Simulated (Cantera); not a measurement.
A Cantera script and its output.

```python
import numpy as np
import cantera as ct

gas = ct.Solution("h2o2.yaml")
gas.TPX = 1050, 13332, {'H2': 1.5, 'O2': 1, 'N2': 0.87}
inlet = ct.Reservoir(gas, clone=True)

reactor = ct.IdealGasConstPressureReactor(gas, energy="off", clone=False)
exhaust = ct.Reservoir(gas, clone=True)
tau = [0.35, 0.18, 0.097, 0.051, 0.027, 0.014, 0.0076][0]
for a, b in ((inlet, reactor), (reactor, exhaust)):
    ct.MassFlowController(a, b, mdot=lambda t: reactor.mass / tau)
net = ct.ReactorNet([reactor])
show = ['H2', 'O2', 'H2O2', 'HO2', 'H2O']

rows = []
print(f"{'tau/s':>10s}{'T/K':>9s}" + "".join(f"{s:>11s}" for s in show))
for tau in [0.35, 0.18, 0.097, 0.051, 0.027, 0.014, 0.0076]:
    net.initial_time = 0.0
    net.advance(30 * tau)
    before = gas.X
    net.advance(40 * tau)
    drift = np.max(np.abs(gas.X - before) / (gas.X + 1e-9))
    rows.append([gas.T, *gas[show].X, drift])
    print(f"{tau:10.3e}{gas.T:9.1f}" + "".join(f"{x:11.3e}" for x in gas[show].X))
```

Result:

```
     tau/s      T/K         H2         O2       H2O2        HO2        H2O
 3.500e-01   1050.0  3.160e-03  9.670e-02  3.443e-06  3.043e-05  5.681e-01
 1.800e-01   1050.0  4.638e-03  9.733e-02  3.768e-06  3.489e-05  5.661e-01
 9.700e-02   1050.0  6.590e-03  9.816e-02  3.995e-06  3.872e-05  5.633e-01
 5.100e-02   1050.0  9.446e-03  9.938e-02  4.166e-06  4.231e-05  5.592e-01
 2.700e-02   1050.0  1.341e-02  1.011e-01  4.279e-06  4.547e-05  5.534e-01
 1.400e-02   1050.0  1.915e-02  1.037e-01  4.340e-06  4.839e-05  5.447e-01
 7.600e-03   1050.0  2.653e-02  1.070e-01  4.343e-06  5.087e-05  5.333e-01
```

Model: the H2/O2 subset of GRI-Mech 3.0, which has no nitrogen chemistry, integrated in Cantera. The temperature is held fixed by assumption; the heat of reaction is taken as removed at once.
